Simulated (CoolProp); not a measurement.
Computed with CoolProp (reference Helmholtz-energy equation of state, Lemmon and Jacobsen 2000).

Give the vapour pressure (MPa), liquid density (kg/m³), vapour density (kg/m³), enthalpy of vaporisation (kJ/kg) of saturated R143a at 193.9, 201 K.


```
T (K)  p (MPa)  liquid density (kg/m³)  vapour density (kg/m³)  enthalpy of vaporisation (kJ/kg)
-----  -------  ----------------------  ----------------------  --------------------------------
193.9   0.0165                    1250                   0.876                               247
201     0.0262                    1230                    1.35                               243
```
